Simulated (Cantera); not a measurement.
Feed: 1 mol HF, 0.24 mol SO2, 3.4 mol N2, equilibrated at 0.00260 bar.

Cantera equilibrium calculation (NASA polynomials, part measured and part estimated; ideal gas, pure solids and liquids). Candidate condensed phases: H2O, H2SO4, S; 62 gas species. Rates play no part. All values below are at 3223 K.

Base state: N2 0.583, F 0.123, H 0.122, O 0.0782, HF 0.0485, S 0.0399, NO 0.00199, SO 0.00124 (mole fractions); condensed: gas only.

Problem. What changes in the equilibrium state with this change: pressure from 0.00260 bar to 3.00 bar?

Solution. 
```
species    before    after
-------  --------  -------
N2          0.583    0.706
HF         0.0485    0.198
SO        0.00124   0.0231
H           0.122  0.00473
SO2       7.58e-6   0.0211
F           0.123   0.0112
S          0.0399  0.00496
O          0.0782   0.0101
S2O       7.29e-9  1.95e-5
H2O       4.23e-6  0.00110
N        0.000796  2.58e-5
O2       0.000298  0.00578
```
